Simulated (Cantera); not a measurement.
An adiabatic, constant-pressure homogeneous reactor starts with CH3OH : O2 : N2 = 1 : 1.07 : 4.03 (molar parts), at 1775 K and 5.00 bar. Integrator tolerance rtol = 1e-08.

Computed with Cantera and GRI-Mech 3.0 (53 species, 325 reactions). GRI-Mech 3.0 was tuned for natural gas; its chemistry of methanol as a main component is partial and can be far from experiment.

Q: What does this change do: constant volume in place of constant pressure?

A: 
```tsv
quantity	before	after
time of steepest temperature rise	5.99 µs	5.01 µs
temperature at 0.200 s	2942 K	3140 K
equilibrium temperature	2942 K	3140 K
x(CH3OH) at 0.200 s	<1e-12 (gas-phase equilibrium <1e-12)	<1e-12 (gas-phase equilibrium <1e-12)
x(O2) at 0.200 s	0.00469 (gas-phase equilibrium 0.00469)	0.00647 (gas-phase equilibrium 0.00647)
x(H2O2) at 0.200 s	5.11e-7 (gas-phase equilibrium 5.11e-7)	1.11e-6 (gas-phase equilibrium 1.11e-6)
x(C2H2) at 0.200 s	<1e-12 (gas-phase equilibrium <1e-12)	<1e-12 (gas-phase equilibrium <1e-12)
x(HCO) at 0.200 s	4.79e-7 (gas-phase equilibrium 4.79e-7)	1.12e-6 (gas-phase equilibrium 1.12e-6)
x(NO2) at 0.200 s	1.12e-6 (gas-phase equilibrium 1.12e-6)	2.48e-6 (gas-phase equilibrium 2.48e-6)
x(H2) at 0.200 s	0.0508 (gas-phase equilibrium 0.0508)	0.0541 (gas-phase equilibrium 0.0541)
```
Above 3000 K some thermodynamic fits are extrapolated.
